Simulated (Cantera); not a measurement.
Cantera with NASA thermochemical tables; ideal gases at 1 bar, condensed phases pure. Values are per mole of reaction as written; species without (g) are pure solids or liquids, kept so even where they would boil at 1 bar.

2 Al(g) + 3 I2 = 2 AlI3(g), with ΔH° = -1046.1 kJ and ΔS° = 69.4 J/K at 300 K.

Question: How far is the shortcut ΔG° ≈ ΔH°(300 K) − T·ΔS°(300 K) from the full temperature-dependent value at 398, 423, 448, 473, 498, 523, 548, 573 K?

Answer: 
| T (K) | shortcut (kJ) | full (kJ) | difference (kJ) | difference in log10 K | condensed phases |
|---|---|---|---|---|---|
| 398 | -1073.7 | -1071.5 | -2.2 | 0.29 | I2(l) |
| 423 | -1075.5 | -1069.7 | -5.8 | 0.71 | I2(l) |
| 448 | -1077.2 | -1067.7 | -9.5 | 1.11 | I2(l) |
| 473 | -1078.9 | -1065.5 | -13.5 | 1.49 | I2(l) |
| 498 | -1080.7 | -1063.1 | -17.6 | 1.84 | I2(l) |
| 523 | -1082.4 | -1060.6 | -21.8 | 2.18 | I2(l) |
| 548 | -1084.1 | -1057.9 | -26.2 | 2.50 | I2(l) |
| 573 | -1085.9 | -1055.2 | -30.7 | 2.80 | I2(l) |
The shortcut ignores heat capacities and the phase changes listed.
